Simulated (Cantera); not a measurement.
What does this Cantera script print?

```python
import numpy as np
import cantera as ct

gas_names = """
    SiCL2 SiCL4
""".split()
cond_names = """
    Si(cr) Si(L)
""".split()


# ... load() reads the species with a 1 bar reference pressure and builds the phases ...
species = {s.name: s for s in load("nasa_gas.yaml", gas_names) + load("nasa_condensed.yaml", cond_names)}
# Each term lists the table entries of one substance; the one whose range holds T is used.
reactions = {
    '2 SiCl2(g) = SiCl4(g) + Si':
        [(-2, ['SiCL2']), (1, ['SiCL4']), (1, ['Si(cr)', 'Si(L)'])],
}


def pick(names, T):
    return next(species[n] for n in names if species[n].thermo.min_temp <= T <= species[n].thermo.max_temp)


results = []
for label, terms in reactions.items():
    print(label)
    print("     T/K   dH/kJ  dS/(J/K)   dG/kJ   log10 K")
    for T in [575, 625, 675, 725, 775]:
        used = [(nu, pick(names, T)) for nu, names in terms]
        dH = sum(nu * s.thermo.h(T) for nu, s in used) / 1e6
        dS = sum(nu * s.thermo.s(T) for nu, s in used) / 1e3
        dG = dH - T * dS / 1e3
        logK = -dG * 1e6 / (ct.gas_constant * T * np.log(10))
        results.append((label, T, dH, dS, dG, logK, [s.name for _, s in used]))
        print(f"{T:8g} {dH:8.1f} {dS:8.1f} {dG:8.1f} {logK:8.2f}")
```

Result:

```
2 SiCl2(g) = SiCl4(g) + Si
     T/K   dH/kJ  dS/(J/K)   dG/kJ   log10 K
     575   -322.3   -205.4   -204.1    18.54
     625   -321.5   -204.2   -193.9    16.21
     675   -320.7   -203.0   -183.7    14.22
     725   -320.0   -201.9   -173.6    12.51
     775   -319.1   -200.8   -163.5    11.02
```

Cantera with NASA thermochemical tables; ideal gases at 1 bar, condensed phases pure. Condensed species are held in their standard states even where they would react or evaporate.
